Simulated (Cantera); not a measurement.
Charge: 1 mol AlCl3, a varied amount of N2O, 3.7 mol H2, at 1798.15 K and 370 Pa.

Method: chemical equilibrium by Gibbs-energy minimisation in Cantera with the NASA 1993 tables (ideal gas, pure condensed phases). Candidate condensed phases: Al, AlCl3, AlN, Al2O3, H2O, NH4Cl; 45 gas species. The numbers say what is thermodynamically allowed, not how fast it happens.

At 4.7 mol N2O, list the 6 most abundant gas species with their mole fractions, and the condensed phases.

N2 0.447, HCl 0.250, H2O 0.225, O2 0.0378, Cl 0.0350, OH 0.00270. Condensed: Al2O3(s).
